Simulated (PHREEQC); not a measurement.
1 kg of water holding 0.038 mol Na2CO3 meets 20 L of dry gas (N2 1 by moles) at fixed total pressure, at 80 °C; fugacities by Peng-Robinson. The gases take part in no redox reaction, some water evaporates into the gas, and hydrates or a liquid gas phase aren't modelled. Precipitation was switched off in this run.

The numbers come from PHREEQC with the ion-association model, phreeqc.dat.

```
P (atm)  dissolved N2 (mol/kgw)  φ of N2
-------  ----------------------  -------
2                      0.000689    1.001
5                           ___    1.000
10                          ___    1.000
20                      0.00861    1.000
30                       0.0129    1.000
40                       0.0171    1.000
50                       0.0212    1.000
75                          ___      ___
100                         ___    1.006
150                      0.0587    1.015
200                         ___      ___
300                         ___    1.064
400                       0.133    1.112
```

Problem. Some entries are withheld; supply them.

Solution. 
- 5, dissolved N2 (mol/kgw): 0.00203
- 10, dissolved N2 (mol/kgw): 0.00425
- 75, dissolved N2 (mol/kgw): 0.0312
- 75, φ of N2: 1.002
- 100, dissolved N2 (mol/kgw): 0.0407
- 200, dissolved N2 (mol/kgw): 0.0754
- 200, φ of N2: 1.028
- 300, dissolved N2 (mol/kgw): 0.106

Away from 25 °C the constants follow the database's enthalpies or fits; those with neither stay at their 25 °C values.
